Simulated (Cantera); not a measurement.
Cantera run:

```python
import numpy as np
import cantera as ct

gas_names = """
    CL CLO CL2 Mg MgCL MgCL2 MgN MgO Mg2 N NO NO2 NO3 N2 N2O O O2 O3
""".split()
cond_names = """
    Mg(cr) Mg(L) MgCL2(s) MgCL2(L) MgO(s) MgO(L)
""".split()


def load(file, names, dense=False):
    # The tables refer to 1 bar. Condensed volumes are neglected.
    table = {s.name: s for s in ct.Species.list_from_file(file)}
    out = []
    for n in names:
        d = dict(table[n].input_data)
        d["thermo"] = dict(d["thermo"], **{"reference-pressure": 1e5})
        if dense:
            d["equation-of-state"] = {"model": "constant-volume", "density": "1e6 g/cm^3"}
        out.append(ct.Species.from_dict(d))
    return out


gas = ct.Solution(thermo="ideal-gas", species=load("nasa_gas.yaml", gas_names))
cond = {s.name: ct.Solution(thermo="fixed-stoichiometry", species=[s], name=s.name)
        for s in load("nasa_condensed.yaml", cond_names, dense=True)}
atoms = {
    'MgO': {'Mg': 1, 'O': 1},
    'Cl2': {'CL': 2},
    'N2': {'N': 2},
}
top_T = {}  # K; cautious upper limits of use, not melting points


def equilibrate(T, P, feed):
    n = {}
    for name, mol in feed.items():
        for a, k in atoms[name].items():
            n[a] = n.get(a, 0.0) + k * mol
    gas.TPX = T, P, n
    mass = sum(n.values()) * gas.mean_molecular_weight
    gas.equilibrate("TP")
    valid = [c for c in cond.values() if c.min_temp <= T <= top_T.get(c.name, c.max_temp)]
    mix = ct.Mixture([(gas, mass / gas.mean_molecular_weight)] + [(c, 0.0) for c in valid])
    mix.T, mix.P = T, P
    mix.equilibrate("TP", solver="vcs", rtol=1e-11, max_steps=5000)
    return mix


results = []
feed = {'MgO': 1, 'Cl2': 20, 'N2': 0.62}  # mol
T = 1075  # K
P = 13332.2  # Pa
mix = equilibrate(T, P, feed)
results.append((T, P, feed, dict(zip(mix.species_names, mix.species_moles))))
print(gas.report(threshold=1e-05))
for i in range(1, mix.n_phases):
    print(f"{mix.phase(i).name:16s} {mix.phase_moles(i):12.5e} mol")
```

Output:

```
       temperature   1075 K
          pressure   13332 Pa
           density   0.10321 kg/m^3
  mean mol. weight   69.193 kg/kmol
   phase of matter   gas

                          1 kg             1 kmol
                     ---------------   ---------------
          enthalpy        3.7396e+05        2.5875e+07  J
   internal energy        2.4478e+05        1.6937e+07  J
           entropy            4152.8        2.8734e+05  J/K
    Gibbs function       -4.0903e+06       -2.8302e+08  J
 heat capacity c_p            540.36             37389  J/K
 heat capacity c_v             420.2             29075  J/K

                      mass frac. Y      mole frac. X     chem. pot. / RT
                     ---------------   ---------------   ---------------
                CL         0.0015074         0.0029423           -15.653
               CL2           0.97078            0.9474           -31.306
             MgCL2          0.009771         0.0071013           -88.205
                N2          0.012219          0.030181           -30.567
                O2         0.0057197          0.012368           -33.175
     [  +13 minor]         5.962e-06        9.3529e-06

Mg(L)             0.00000e+00 mol
MgCL2(L)          3.62452e-01 mol
MgO(s)            4.91672e-01 mol
```

Method: chemical equilibrium by Gibbs-energy minimisation in Cantera with the NASA 1993 tables (ideal gas, pure condensed phases). Mutual solubility and eutectic melting of coexisting phases are not modelled.
